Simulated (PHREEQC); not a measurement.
## Alkaline etch or developer: an equilibrium model

Dissolve 0.0045 mol NaOH per kg of water at 25 °C. It is in equilibrium with CO2 at log p = -3.5 (atm). Otherwise closed; pH follows from the charge balance.

Computed with PHREEQC (ion-association model, phreeqc.dat).

```json
{
 "pH": "8.90",
 "ionic_strength": "0.00467 mol/kgw",
 "specific_conductance": "411 µS/cm",
 "total_alkalinity": "4.50 meq/kg"
}
```

```json
[
 {"species": "Na+", "molality": "0.00448", "activity": "0.00417", "log γ": "-0.032"},
 {"species": "HCO3-", "molality": "0.00408", "activity": "0.00380", "log γ": "-0.031"},
 {"species": "CO3-2", "molality": "0.000188", "activity": "0.000141", "log γ": "-0.124"},
 {"species": "NaCO3-", "molality": "1.18e-5", "activity": "1.10e-5", "log γ": "-0.032"},
 {"species": "CO2", "molality": "1.08e-5", "activity": "1.08e-5", "log γ": "0.000"},
 {"species": "NaHCO3", "molality": "8.89e-6", "activity": "8.90e-6", "log γ": "0.000"}
]
```

This is a speciation only: nothing precipitates in the calculation.
